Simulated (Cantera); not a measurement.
**Stirred combustor or abatement burner**

A perfectly stirred reactor is fed with CH₄ : O₂ : N₂ = 1 : 1.3 : 6.27 (molar parts), equivalence ratio 1.5, at 5.00 bar; it is adiabatic with a 575 K inlet, and is followed from long to short residence time, starting on the burning branch (τ in s: 0.073, 0.037, 0.019, 0.0096, 0.0049, 0.0025, 0.0013, 0.00064, 0.00032, 0.00016, 8.3e-05, 4.2e-05).

Model: GRI-Mech 3.0 (53 species, 325 reactions), integrated in Cantera.

| τ (s) | T (K) | x CH₄ | x O₂ | x C₂H | x CH₂CO | x CH₃ | x HCN |
|---|---|---|---|---|---|---|---|
| 0.073 | 1903 | 0.00345 | 0.000263 | 4.05e-8 | 6.68e-6 | 0.000117 | 1.85e-5 |
| 0.037 | 1906 | 0.00438 | 0.000477 | 6.49e-8 | 1.18e-5 | 0.000167 | 1.95e-5 |
| 0.019 | 1908 | 0.00536 | 0.000843 | 9.51e-8 | 2.01e-5 | 0.000233 | 1.95e-5 |
| 0.0096 | 1907 | 0.00642 | 0.00149 | 1.30e-7 | 3.38e-5 | 0.000319 | 1.85e-5 |
| 0.0049 | 1900 | 0.00755 | 0.00257 | 1.64e-7 | 5.55e-5 | 0.000427 | 1.64e-5 |
| 0.0025 | 1883 | 0.00889 | 0.00446 | 1.87e-7 | 9.09e-5 | 0.000559 | 1.27e-5 |
| 0.0013 | 1849 | 0.0108 | 0.00796 | 1.80e-7 | 0.000151 | 0.000702 | 7.67e-6 |
| 0.00064 | 575 | 0.117 | 0.152 | <1e-12 | <1e-12 | <1e-12 | <1e-12 |
| 0.00032 | 575 | 0.117 | 0.152 | <1e-12 | <1e-12 | <1e-12 | <1e-12 |
| 0.00016 | 575 | 0.117 | 0.152 | <1e-12 | <1e-12 | <1e-12 | <1e-12 |
| 8.3e-5 | 575 | 0.117 | 0.152 | <1e-12 | <1e-12 | <1e-12 | <1e-12 |
| 4.2e-5 | 575 | 0.117 | 0.152 | <1e-12 | <1e-12 | <1e-12 | <1e-12 |
x: mole fraction; the columns are a selection and need not sum to one.
